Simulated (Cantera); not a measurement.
Source: NASA polynomial tables (part measured, part estimated), evaluated in Cantera. Values are per mole of reaction as written; species without (g) are pure solids or liquids, kept so even where they would boil at 1 bar.

2 CH₃(g) ⇌ C₂H₆(g)

```csv
T (K),ΔH° (kJ),ΔS° (J/K),ΔG° (kJ),log10 K
1700,___,___,___,___
1800,___,___,___,___
1900,-374.6,-165.3,-60.5,1.66
2000,-373.5,-164.7,-44.0,1.15
2100,-372.3,-164.2,-27.6,0.69
2200,-371.2,-163.6,-11.2,0.27
2300,-370.0,-163.1,5.2,-0.12
2400,-368.8,-162.6,21.4,-0.47
2500,___,___,___,___
```

Task: Some entries are withheld; supply them.

Result: 
- 1700, ΔH° (kJ): -376.8
- 1700, ΔS° (J/K): -166.5
- 1700, ΔG° (kJ): -93.7
- 1700, log10 K: 2.88
- 1800, ΔH° (kJ): -375.7
- 1800, ΔS° (J/K): -165.9
- 1800, ΔG° (kJ): -77.1
- 1800, log10 K: 2.24
- 2500, ΔH° (kJ): -367.6
- 2500, ΔS° (J/K): -162.1
- 2500, ΔG° (kJ): 37.7
- 2500, log10 K: -0.79
